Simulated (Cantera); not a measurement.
A closed system holds: 1 mol SiH4, 7 mol NH3, 30 mol N2, equilibrated at 1875 K and 0.0360 bar.

Equilibrium computed with Cantera from the NASA thermochemical tables; the gas is ideal and each condensed phase is pure. Candidate condensed phases: Si, Si3N4; 18 gas species. The tables' values for SiN are old estimates; treat these amounts as uncertain. Gases not in the tables: Si2H6 and higher silanes. Kinetics and transport are ignored.

Base state: N2 0.727, H2 0.270, H 0.00180, Si 0.000252, SiH 2.30e-5, Si2N 2.16e-5, SiN 1.46e-5, SiH2 1.34e-5 (mole fractions); condensed: Si(l).

Problem. What changes in the equilibrium state with this change: temperature from 1875 K to 1075 K?

Solution. 
```tsv
species	before	after
N2	0.727	0.724
H2	0.270	0.276
H	0.00180	4.06e-8
Si	0.000252	<1e-9
SiH	2.30e-5	<1e-9
Si2N	2.16e-5	<1e-9
Si(l), mol	0.984	0
Si3N4(s), mol	0	0.333
```

Problem. What changes in the equilibrium state with this change: temperature from 1875 K to 1425 K?

Solution. 
```tsv
species	before	after
N2	0.727	0.724
H2	0.270	0.276
H	0.00180	1.89e-5
Si	0.000252	<1e-9
SiH	2.30e-5	<1e-9
Si2N	2.16e-5	<1e-9
SiN	1.46e-5	<1e-9
Si(l), mol	0.984	0
Si3N4(s), mol	0	0.333
```

Problem. What changes in the equilibrium state with this change: temperature from 1875 K to 1475 K?

Solution. 
```
species          before    after
-------------  --------  -------
N2                0.727    0.724
H2                0.270    0.276
H               0.00180  3.59e-5
SiH2            1.34e-5  3.18e-9
Si             0.000252  1.70e-9
SiH             2.30e-5    <1e-9
Si2N            2.16e-5    <1e-9
SiN             1.46e-5    <1e-9
Si(l), mol        0.984        0
Si3N4(s), mol         0    0.333
```
